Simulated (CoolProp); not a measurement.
c-C4F8 (RC318) along the isotherm 431.6 K: fugacity coefficient from the reference equation and from simpler models built on Tc = 388.4 K, pc = 2.778 MPa, ω = 0.355; each cubic takes its own stable root.

Model: reference Helmholtz-energy equation of state, Platzer 1990, in CoolProp. This equation is an older, rougher fit.

| p (MPa) | phase | reference |
|---|---|---|
| 0.116 | gas | 0.9905 |
| 0.231 | gas | 0.9812 |
| 0.347 | gas | 0.9718 |
| 0.463 | gas | 0.9625 |
| 0.579 | gas | 0.9532 |
| 0.694 | gas | 0.9440 |
| 0.81 | gas | 0.9347 |
| 0.926 | gas | 0.9255 |
| 1.04 | gas | 0.9165 |
| 1.16 | gas | 0.9070 |
| 1.27 | gas | 0.8984 |
| 1.39 | gas | 0.8890 |

How far does each simpler model (van der Waals, Redlich-Kwong, Peng-Robinson) lie from the reference over these 12 states: mean and median of the absolute difference, and the worst?


- van der Waals: mean 0.1 %, median 0.1 %, worst -0.3 % at 431.6 K and 1.39 MPa
- Redlich-Kwong: mean 0.6 %, median 0.6 %, worst -1.2 % at 431.6 K and 1.39 MPa
- Peng-Robinson: mean 1.0 %, median 1.0 %, worst -1.8 % at 431.6 K and 1.39 MPa
